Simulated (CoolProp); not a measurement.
CF4 (R14) along the isobar 5.59 MPa: density (kg/m³) from the reference equation and from simpler models built on Tc = 227.4 K, pc = 3.762 MPa, ω = 0.178; each cubic takes its own stable root.

Computed with CoolProp (reference Helmholtz-energy equation of state, Platzer 1990). This equation is an older, rougher fit; its heat capacities, sound speeds and derivatives of the liquid may be far off and weren't checked against measurements.

```json
[
 {"T (K)": "219.6", "phase": "liquid", "reference": "1128"},
 {"T (K)": "241.7", "phase": "supercritical", "reference": "663.7"},
 {"T (K)": "263.8", "phase": "supercritical", "reference": "349.4"},
 {"T (K)": "286", "phase": "supercritical", "reference": "272.7"},
 {"T (K)": "308.1", "phase": "supercritical", "reference": "232.0"},
 {"T (K)": "330.2", "phase": "supercritical", "reference": "204.9"},
 {"T (K)": "352.3", "phase": "supercritical", "reference": "184.9"},
 {"T (K)": "374.5", "phase": "supercritical", "reference": "169.1"},
 {"T (K)": "396.6", "phase": "supercritical", "reference": "156.4"},
 {"T (K)": "418.7", "phase": "supercritical", "reference": "145.7"},
 {"T (K)": "440.8", "phase": "supercritical", "reference": "136.6"},
 {"T (K)": "463", "phase": "supercritical", "reference": "128.7"}
]
```

Q: How far does each simpler model (van der Waals, Redlich-Kwong, Soave-Redlich-Kwong, Peng-Robinson) lie from the reference over these 12 states: mean and median of the absolute difference, and the worst?

A: 
- van der Waals: mean 8.2 %, median 5.7 %, worst -29.0 % at 219.6 K and 5.59 MPa
- Redlich-Kwong: mean 3.6 %, median 2.8 %, worst -10.5 % at 219.6 K and 5.59 MPa
- Soave-Redlich-Kwong: mean 2.9 %, median 1.8 %, worst -9.9 % at 241.7 K and 5.59 MPa
- Peng-Robinson: mean 1.6 %, median 1.4 %, worst -3.4 % at 241.7 K and 5.59 MPa
